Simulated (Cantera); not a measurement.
Cantera run:

```python
import numpy as np
import cantera as ct

gas_names = """
    H HNO HNO2 HNO3 HO2 H2 H2O H2O2 N NH NH2 NH3 NH2OH NO NO2 NO3 N2 N2H2 N2H4 N2O O OH O2 O3 Si SiH
    SiH2 SiH3 SiH4 SiN SiO SiO2 Si2 Si2N Si3
""".split()
cond_names = """
    H2O(s) H2O(L) Si(cr) Si(L) SiO2(Lqz) SiO2(hqz) SiO2(L) Si2N2O(s) Si3N4(a)
""".split()


def load(file, names, dense=False):
    # The tables refer to 1 bar. Condensed volumes are neglected.
    table = {s.name: s for s in ct.Species.list_from_file(file)}
    out = []
    for n in names:
        d = dict(table[n].input_data)
        d["thermo"] = dict(d["thermo"], **{"reference-pressure": 1e5})
        if dense:
            d["equation-of-state"] = {"model": "constant-volume", "density": "1e6 g/cm^3"}
        out.append(ct.Species.from_dict(d))
    return out


gas = ct.Solution(thermo="ideal-gas", species=load("nasa_gas.yaml", gas_names))
cond = {s.name: ct.Solution(thermo="fixed-stoichiometry", species=[s], name=s.name)
        for s in load("nasa_condensed.yaml", cond_names, dense=True)}
atoms = {
    'Si3N4': {'Si': 3, 'N': 4},
    'N2O': {'N': 2, 'O': 1},
    'H2': {'H': 2},
}
top_T = {'Si2N2O(s)': 2100, 'Si3N4(a)': 2400}  # K; cautious upper limits of use, not melting points


def equilibrate(T, P, feed):
    n = {}
    for name, mol in feed.items():
        for a, k in atoms[name].items():
            n[a] = n.get(a, 0.0) + k * mol
    gas.TPX = T, P, n
    mass = sum(n.values()) * gas.mean_molecular_weight
    gas.equilibrate("TP")
    valid = [c for c in cond.values() if c.min_temp <= T <= top_T.get(c.name, c.max_temp)]
    mix = ct.Mixture([(gas, mass / gas.mean_molecular_weight)] + [(c, 0.0) for c in valid])
    mix.T, mix.P = T, P
    mix.equilibrate("TP", solver="vcs", rtol=1e-11, max_steps=5000)
    return mix


results = []
feed = {'Si3N4': 1, 'N2O': 0.35, 'H2': 220}  # mol
P = 5.2  # Pa
for T in [1175, 1325, 1475, 1625, 1775, 1925, 2075]:
    mix = equilibrate(T, P, feed)
    results.append((T, P, feed, dict(zip(mix.species_names, mix.species_moles))))
    x = sorted(zip(gas.X, gas.species_names), reverse=True)
    print(f"T = {T:g} K  P = {P:g} Pa  gas = {mix.phase_moles(0):.4g} mol")
    print("   x: " + "  ".join(f"{s} {v:.3e}" for v, s in x if v > 1e-06))
    print("   condensed (mol): " + ("  ".join(f"{mix.phase(i).name} {mix.phase_moles(i):.4g}"
          for i in range(1, mix.n_phases) if mix.phase_moles(i) > 1e-12) or "none"))
```

Output:

```
T = 1175 K  P = 5.2 Pa  gas = 220.5 mol
   x: H2 9.979e-01  N2 2.117e-03  H 1.698e-05
   condensed (mol): Si2N2O(s) 0.3499  Si3N4(a) 0.7667
T = 1325 K  P = 5.2 Pa  gas = 222.1 mol
   x: H2 9.902e-01  N2 9.265e-03  SiO 2.621e-04  H 2.257e-04  Si 1.814e-06
   condensed (mol): Si(cr) 2.358  Si2N2O(s) 0.2918
T = 1475 K  P = 5.2 Pa  gas = 222.9 mol
   x: H2 9.860e-01  N2 1.054e-02  H 1.786e-03  SiO 1.570e-03  Si 1.106e-04  SiH 2.822e-06  SiH2 1.065e-06
   condensed (mol): Si(cr) 2.624
T = 1625 K  P = 5.2 Pa  gas = 224.5 mol
   x: H2 9.751e-01  N2 1.047e-02  H 9.661e-03  Si 3.133e-03  SiO 1.559e-03  SiH 4.445e-05  Si2 9.103e-06  SiH2 6.447e-06  Si2N 3.123e-06  Si3 2.079e-06  SiN 1.816e-06
   condensed (mol): Si(cr) 1.928
T = 1775 K  P = 5.2 Pa  gas = 229.8 mol
   x: H2 9.379e-01  H 3.887e-02  Si 1.138e-02  N2 1.022e-02  SiO 1.523e-03  SiH 9.756e-05  Si2 1.718e-05  SiH2 6.331e-06  SiN 3.961e-06  Si2N 1.766e-06  Si3 1.118e-06
   condensed (mol): none
T = 1925 K  P = 5.2 Pa  gas = 240.1 mol
   x: H2 8.551e-01  H 1.226e-01  Si 1.097e-02  N2 9.788e-03  SiO 1.458e-03  SiH 5.955e-05  Si2 3.087e-06  SiN 2.454e-06  SiH2 1.910e-06
   condensed (mol): none
T = 2075 K  P = 5.2 Pa  gas = 265.7 mol
   x: H2 6.761e-01  H 3.037e-01  Si 9.937e-03  N2 8.844e-03  SiO 1.317e-03  SiH 3.374e-05  SiN 1.477e-06
   condensed (mol): none
```

These are equilibrium values from Cantera (NASA tables, ideal gas, pure condensed phases), not measurements of a reactor. Mutual solubility and eutectic melting of coexisting phases are not modelled.
